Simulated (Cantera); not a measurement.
A perfectly stirred reactor is fed with CH₄ : O₂ : N₂ = 1 : 1.82 : 17.6 (molar parts), at 0.280 bar; it is adiabatic with a 425 K inlet, and is followed from long to short residence time, starting on the burning branch (τ in s: 0.22, 0.11, 0.051, 0.025, 0.012, 0.0057, 0.0027, 0.0013, 0.00063, 0.0003, 0.00014, 6.9e-05, 3.3e-05).

Detailed kinetics in Cantera: GRI-Mech 3.0 (53 species, 325 reactions).

| quantity | before | after |
|---|---|---|
| blow-out, bracketed by the residence times tried | burning at 25.0 ms, out at 12.0 ms | burning at 1.30 ms, out at 0.630 ms |
| x(CH₄) at τ = 0.220 s | 5.09e-5 | 9.91e-6 |
| x(O₂) at τ = 0.220 s | 0.000472 | 0.000887 |
| x(HCN) at τ = 0.220 s | 6.36e-6 | 1.31e-6 |
| x(CH₂O) at τ = 0.220 s | 2.42e-6 | 8.73e-7 |
| x(NO₂) at τ = 0.220 s | 1.51e-10 | 9.53e-10 |
| x(CH₄) at τ = 2.70 ms | 0.0490 | 0.000304 |
| x(O₂) at τ = 2.70 ms | 0.0891 | 0.00669 |
| x(HCN) at τ = 2.70 ms | <1e-12 | 2.19e-6 |
| x(CH₂O) at τ = 2.70 ms | <1e-12 | 1.94e-5 |
| x(NO₂) at τ = 2.70 ms | <1e-12 | 4.96e-10 |

Q: What was changed between the two runs?
(A) N2 17.6 to 28 parts
(B) inlet temperature 425 to 750 K
(C) pressure from 0.280 bar to 3.20 bar
(D) inlet temperature 425 to 323 K

A: B, inlet temperature 425 to 750 K
